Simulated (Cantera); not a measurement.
## Tantalum, niobium, vanadium and zirconium in process gases: Zr + N₂O + N₂

Charge: 1 mol Zr, 0.11 mol N₂O, 1.2 mol N₂, held at 5.30 bar.

Method: chemical equilibrium by Gibbs-energy minimisation in Cantera with the NASA 1993 tables (ideal gas, pure condensed phases). Candidate condensed phases: Zr, ZrN, ZrO₂; 13 gas species. Mutual solubility and eutectic melting of coexisting phases are not modelled. ZrN: taken at fixed stoichiometry. Condensed phases not in the tables: solid solutions among these carbides, nitrides and lower oxides. Rates play no part.

| T (K) | x N₂ | n ZrN(s) | n ZrO₂(monoclinic) | n ZrO₂(tetragonal) |
|---|---|---|---|---|
| 1400 | 1.00 | 0.945 | 0.0550 | 0 |
| 1450 | 1.00 | 0.945 | 0.0550 | 0 |
| 1500 | 1.00 | 0.945 | 0 | 0.0550 |
| 1550 | 1.00 | 0.945 | 0 | 0.0550 |
| 1600 | 1.00 | 0.945 | 0 | 0.0550 |
| 1650 | 1.00 | 0.945 | 0 | 0.0550 |
| 1700 | 1.00 | 0.945 | 0 | 0.0550 |
x: gas mole fraction; n: condensed amount in mol.

From 1400 K to 1450 K the condensed part is ZrN(s) + ZrO₂(monoclinic). From 1500 K to 1700 K the condensed part is ZrN(s) + ZrO₂(tetragonal).
